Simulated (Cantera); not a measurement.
A closed system holds: 1 mol AlN, 0.12 mol N2, equilibrated at 7.35 Torr.

Cantera equilibrium calculation (NASA polynomials, part measured and part estimated; ideal gas, pure solids and liquids). Candidate condensed phases: Al, AlN; 5 gas species. The numbers say what is thermodynamically allowed, not how fast it happens.

log p: log10 of the partial pressure in bar; n: condensed amount in mol.

| T (K) | log p N2 | log p Al | log p Al2 | log p N | log p AlN | n AlN(s) |
|---|---|---|---|---|---|---|
| 1798 | -2.01 | -5.54 | -11.08 | -11.46 | ? | 1.000 |
| 1948 | -2.01 | -4.12 | -8.64 | -10.39 | ? | 0.999 |
| 2098 | -2.07 | -2.88 | -6.49 | -9.49 | ? | 0.980 |
| 2248 | -2.43 | -2.22 | -5.45 | -8.87 | ? | 0 |
| 2398 | -2.43 | -2.22 | -5.70 | -8.17 | ? | 0 |
| 2548 | -2.43 | -2.22 | -5.93 | -7.56 | ? | 0 |
| 2698 | -2.43 | -2.22 | -6.13 | -7.01 | ? | 0 |

Fill in the missing entries.


- 1798, log p AlN: -13.87
- 1948, log p AlN: -12.02
- 2098, log p AlN: -10.44
- 2248, log p AlN: -9.64
- 2398, log p AlN: -9.36
- 2548, log p AlN: -9.11
- 2698, log p AlN: -8.89
